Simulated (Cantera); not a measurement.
# Ignition delay

Mixture: 38.0 % H₂, 11.2 % O₂, 42.1 % N₂, 8.73 % H₂O, equivalence ratio 1.7, at 420000 Pa, adiabatic and at constant volume. Ignition delay is the time to a rise of 400 K.

Model: GRI-Mech 3.0 (53 species, 325 reactions), integrated in Cantera. The hydrogen kinetics of GRI-Mech 3.0 are dated; newer H2 mechanisms differ, most at raised pressure.

```
T0 (K)  delay (ms)
------  ----------
1250        0.0198
1325       0.00926
1400       0.00589
1475       0.00423
1550       0.00325
```

```yaml
apparent activation energy between 1400 and 1550 K: 71 kJ/mol
```
